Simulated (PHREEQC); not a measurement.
A PHREEQC speciation (ion-association model, wateq4f.dat) at 20 °C gives pH 6.09 and these molalities:

```csv
species,mol/kgw
Na+,1.16
H2PO4-,0.330
SO4-2,0.229
NaSO4-,0.196
HPO4-2,0.105
K+,0.0918
NaHPO4-,0.0420
KSO4-,0.0157
KHPO4-,0.00254
H3PO4,1.64e-5
```

What are the element totals, and what could have been dissolved in 1 kg of water to give them?

This is not unique; one that fits is totals K 0.110, Na 1.40, P 0.480, S(6) 0.440 mol/kgw, from 0.44 mol NaHSO4, 0.48 mol Na2HPO4 and 0.11 mol KOH per kg of water.

This is a speciation only: nothing precipitates in the calculation. Ionic strength above about 0.7 mol/kgw puts this run outside the model's range. H3PO4, which wateq4f.dat lacks, is added to it with the constant of phreeqc.dat.
